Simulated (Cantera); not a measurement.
Feed: 1 mol C6H6, 0.055 mol CO2, 40 mol H2, equilibrated at 2850 K and 13.3 mbar.

Cantera equilibrium calculation (NASA polynomials, part measured and part estimated; ideal gas, pure solids and liquids). Candidate condensed phases: C, C6H6, C7H8, C8H18, H2O; 110 gas species. Kinetics and transport are ignored.

Q: What is the equilibrium state?

A: 
| Property | Value |
|---|---|
| x(H) | 0.549 |
| x(H2) | 0.424 |
| x(C2H2 (acetylene)) | 0.0167 |
| x(C3) | 0.00433 |
| x(C2H) | 0.00295 |
| x(CO) | 0.00183 |
| x(C) | 0.000846 |
| x(C2) | 0.000427 |
| x(C4H2) | 0.000273 |
| n(C(graphite)) | 2.62 mol |
| gas amount | 59.99 mol |
